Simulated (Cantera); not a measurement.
A perfectly stirred reactor is fed with NH3 : H2 = 1 : 0.62 (molar parts), at 0.0691 atm; it is held at 1948 K, and followed from long to short residence time.

Computed with Cantera and the gas-phase N/H chemistry of the illustrative SiF4/NH3 mechanism in the Surface Chemkin manual (1991). Walls and surfaces, which speed up NH3 decomposition in real reactors, are not modelled.

Problem. Predict: x(NH3) at τ = 1.90 s; x(H2) at τ = 1.90 s; x(NH2) at τ = 1.90 s; x(N) at τ = 1.90 s; x(N2H2) at τ = 1.90 s; x(NH3) at τ = 0.120 s; x(H2) at τ = 0.120 s; x(NH2) at τ = 0.120 s; x(N) at τ = 0.120 s; x(N2H2) at τ = 0.120 s.

Solution. 
| Quantity | Result |
|---|---|
| x(NH3) at τ = 1.90 s | 0.150 |
| x(H2) at τ = 1.90 s | 0.705 |
| x(NH2) at τ = 1.90 s | 0.000302 |
| x(N) at τ = 1.90 s | 6.36e-7 |
| x(N2H2) at τ = 1.90 s | 6.45e-7 |
| x(NH3) at τ = 0.120 s | 0.511 |
| x(H2) at τ = 0.120 s | 0.456 |
| x(NH2) at τ = 0.120 s | 0.000681 |
| x(N) at τ = 0.120 s | 5.39e-7 |
| x(N2H2) at τ = 0.120 s | 3.06e-6 |
